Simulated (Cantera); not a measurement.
Charge: 1 mol AlN, 0.81 mol O2, at 2100 K and 750 Torr.

Cantera equilibrium calculation (NASA polynomials, part measured and part estimated; ideal gas, pure solids and liquids). Candidate condensed phases: Al, AlN, Al2O3; 16 gas species. Kinetics and transport are ignored.

Base state: N2 0.889, O2 0.103, NO 0.00741, O 0.000447 (mole fractions); condensed: Al2O3(s).

What changes in the equilibrium state with this change: pressure from 750 Torr to 10.0 Torr?


```csv
species,before,after
N2,0.889,0.887
O2,0.103,0.101
NO,0.00741,0.00734
O,0.000447,0.00383
"Al2O3(s), mol",0.500,0.500
```

What changes in the equilibrium state with this change: temperature from 2100 K to 848.15 K?


```json
[
 {"species": "N2", "before": "0.889", "after": "0.893"},
 {"species": "O2", "before": "0.103", "after": "0.107"},
 {"species": "NO", "before": "0.00741", "after": "3.32e-6"},
 {"species": "O", "before": "0.000447", "after": "<1e-9"},
 {"species": "Al2O3(s), mol", "before": "0.500", "after": "0.500"}
]
```
